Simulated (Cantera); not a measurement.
**Equilibrium for carbothermic reduction: Fe3O4 + CO**

Input: 1 mol Fe3O4, 1.1 mol CO, held at 5.90 bar.

Method: chemical equilibrium by Gibbs-energy minimisation in Cantera with the NASA 1993 tables (ideal gas, pure condensed phases). Candidate condensed phases: C, Fe, Fe(CO)5, FeO, Fe2O3, Fe3O4; 15 gas species. The tables' stoichiometric FeO is somewhat more stable than real wüstite, so its field is too wide. FeO: taken at fixed stoichiometry. Equilibrium is a limit: real reactors are often held back by kinetics, nucleation or transport.

From 902 °C to 1302 °C the condensed part is FeO(s). From 1402 °C to 2002 °C the condensed part is FeO(l).

| T (°C) | x CO2 | x CO | x O2 | x O | x FeO | x Fe | n FeO(s) | n FeO(l) |
|---|---|---|---|---|---|---|---|---|
| 902 | 0.909 | 0.0909 | <1e-12 | <1e-12 | <1e-12 | <1e-12 | 3.00 | 0 |
| 1002 | 0.909 | 0.0909 | <1e-12 | <1e-12 | <1e-12 | 1.70e-12 | 3.00 | 0 |
| 1102 | 0.909 | 0.0909 | 6.78e-12 | <1e-12 | 1.12e-12 | 2.45e-11 | 3.00 | 0 |
| 1202 | 0.909 | 0.0909 | 1.89e-10 | 1.63e-11 | 2.16e-11 | 2.43e-10 | 3.00 | 0 |
| 1302 | 0.909 | 0.0909 | 3.45e-9 | 2.59e-10 | 2.82e-10 | 1.79e-9 | 3.00 | 0 |
| 1402 | 0.909 | 0.0909 | 4.43e-8 | 2.96e-9 | 2.60e-9 | 1.00e-8 | 0 | 3.00 |
| 1502 | 0.909 | 0.0909 | 4.24e-7 | 2.57e-8 | 1.72e-8 | 4.26e-8 | 0 | 3.00 |
| 1602 | 0.909 | 0.0909 | 3.18e-6 | 1.77e-7 | 9.15e-8 | 1.54e-7 | 0 | 3.00 |
| 1702 | 0.909 | 0.0909 | 1.94e-5 | 9.99e-7 | 4.08e-7 | 4.85e-7 | 0 | 3.00 |
| 1802 | 0.909 | 0.0911 | 9.86e-5 | 4.77e-6 | 1.56e-6 | 1.36e-6 | 0 | 3.00 |
| 1902 | 0.908 | 0.0917 | 0.000425 | 1.96e-5 | 5.24e-6 | 3.48e-6 | 0 | 3.00 |
| 2002 | 0.904 | 0.0939 | 0.00155 | 6.94e-5 | 1.57e-5 | 8.30e-6 | 0 | 3.00 |
x: gas mole fraction; n: condensed amount in mol.
